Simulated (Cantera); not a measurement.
A perfectly stirred reactor is fed with NH3 : N2 = 1 : 5.7 (molar parts), at 20.0 Torr; it is held at 1898 K, and followed from long to short residence time.

Detailed kinetics in Cantera: the gas-phase N/H chemistry of the illustrative SiF4/NH3 mechanism in the Surface Chemkin manual (1991). Walls and surfaces, which speed up NH3 decomposition in real reactors, are not modelled.

**Question.** What does this change do: 0.06 parts H2 added?

**Answer.** 
```json
[
 {"quantity": "x(NH3) at τ = 7.20 s", "before": "0.0343", "after": "0.0343"},
 {"quantity": "x(N2H4) at τ = 7.20 s", "before": "3.73e-10", "after": "3.70e-10"},
 {"quantity": "x(H2) at τ = 7.20 s", "before": "0.150", "after": "0.156"},
 {"quantity": "x(H) at τ = 7.20 s", "before": "0.000176", "after": "0.000182"},
 {"quantity": "x(N) at τ = 7.20 s", "before": "7.80e-7", "after": "7.74e-7"},
 {"quantity": "x(NH3) at τ = 29.0 ms", "before": "0.147", "after": "0.146"},
 {"quantity": "x(N2H4) at τ = 29.0 ms", "before": "4.45e-9", "after": "3.58e-9"},
 {"quantity": "x(H2) at τ = 29.0 ms", "before": "0.00233", "after": "0.0112"},
 {"quantity": "x(H) at τ = 29.0 ms", "before": "3.06e-6", "after": "1.04e-5"},
 {"quantity": "x(N) at τ = 29.0 ms", "before": "3.41e-8", "after": "1.46e-7"}
]
```
